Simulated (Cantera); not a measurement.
Adiabatic ignition

An adiabatic, constant-volume homogeneous reactor starts with 5.34 % CH4, 0.203 % CO, 19.3 % O2, 72.6 % N2, 2.62 % H2O, at 1350 K and 10.0 bar.

Detailed kinetics in Cantera: GRI-Mech 3.0 (53 species, 325 reactions).

```csv
t (s),T (K),P (bar),x CH4,x CO,x O2,x CH2,x H,x C2H4
1.00e-6,1350,10.0,0.0534,0.00203,0.193,<1e-12,1.70e-10,<1e-12
3.07e-6,1350,10.00,0.0534,0.00203,0.193,<1e-12,2.52e-10,<1e-12
9.42e-6,1350,10.00,0.0534,0.00203,0.193,<1e-12,5.51e-10,3.82e-11
2.89e-5,1350,10.00,0.0534,0.00203,0.193,<1e-12,2.07e-9,2.20e-9
8.88e-5,1350,10.0,0.0533,0.00203,0.193,1.22e-11,1.25e-8,1.94e-7
0.000273,1353,10.0,0.0528,0.00206,0.192,7.98e-11,5.73e-8,6.52e-6
0.000837,2641,19.7,<1e-12,0.00308,0.0820,<1e-12,0.000346,<1e-12
0.00257,2617,19.5,<1e-12,0.00286,0.0765,<1e-12,0.000306,<1e-12
0.00788,2613,19.4,<1e-12,0.00283,0.0757,<1e-12,0.000301,<1e-12
0.0242,2613,19.4,<1e-12,0.00283,0.0757,<1e-12,0.000301,<1e-12
0.0743,2613,19.4,<1e-12,0.00283,0.0757,<1e-12,0.000301,<1e-12
0.228,2613,19.4,<1e-12,0.00283,0.0757,<1e-12,0.000301,<1e-12
0.700,2613,19.4,<1e-12,0.00283,0.0757,<1e-12,0.000301,<1e-12
```
x: mole fraction; the columns are a selection and need not sum to one.

```
Quantity                                                            Result
---------------------------------  ---------------------------------------
time of steepest temperature rise                                 0.662 ms
temperature at 0.700 s                                              2613 K
equilibrium temperature                                             2613 K
x(CH4) at 0.700 s                    <1e-12 (gas-phase equilibrium <1e-12)
x(CO) at 0.700 s                   0.00283 (gas-phase equilibrium 0.00283)
x(O2) at 0.700 s                     0.0757 (gas-phase equilibrium 0.0757)
```
